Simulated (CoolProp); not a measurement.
A simple Rankine cycle with sulfur dioxide: condensing at 306.15 K, boiler at 6.59 MPa, turbine inlet 434.9 K, turbine efficiency 0.9, pump efficiency 0.6, no recuperator. Each further row changes one setting.

Computed with CoolProp (reference Helmholtz-energy equation of state, Gao 2016).

```csv
case,thermal efficiency (%),net work (kJ/kg),heat in (kJ/kg),turbine exit temperature (K),volume ratio over the turbine
as stated,18.7,66.8,357,306.1,11.3
turbine inlet 454.9 K,19.4,75.3,387,306.1,10.1
condensing temperature 298.15 K,20.0,73.6,368,298.2,14.3
boiler pressure 4.61 MPa,17.6,69.1,393,306.1,7.10
turbine efficiency 0.8,16.4,58.5,357,306.1,11.6
```

The expansion ends wet for: as stated; turbine inlet 454.9 K; condensing temperature 298.15 K; boiler pressure 4.61 MPa; turbine efficiency 0.8.
